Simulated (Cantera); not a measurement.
# CuO + H2 (hydrogen reduction and annealing atmospheres)

Charge: 1 mol CuO, a varied amount of H2, at 1775 K and 10.0 mbar.

Cantera equilibrium calculation (NASA polynomials, part measured and part estimated; ideal gas, pure solids and liquids). Candidate condensed phases: Cu, CuO, Cu(OH)2, Cu2O, H2O; 12 gas species. The numbers say what is thermodynamically allowed, not how fast it happens.

At 11 mol H2 the condensed part is Cu(l). From 37 mol H2 to 190 mol H2 nothing is condensed. The main Cu-bearing gas is Cu throughout.

| n(H2) (mol) | log p H2 | log p H2O | log p Cu | log p H | n Cu(l) |
|---|---|---|---|---|---|
| 11 | -2.06 | -3.06 | -3.39 | -4.57 | 0.535 |
| 37 | -2.02 | -3.58 | -3.58 | -4.55 | 0 |
| 63 | -2.02 | -3.81 | -3.81 | -4.55 | 0 |
| 89 | -2.01 | -3.95 | -3.96 | -4.54 | 0 |
| 110 | -2.01 | -4.05 | -4.05 | -4.54 | 0 |
| 140 | -2.01 | -4.15 | -4.15 | -4.54 | 0 |
| 170 | -2.01 | -4.23 | -4.23 | -4.54 | 0 |
| 190 | -2.01 | -4.28 | -4.28 | -4.54 | 0 |
log p: log10 of the partial pressure in bar; n: condensed amount in mol.
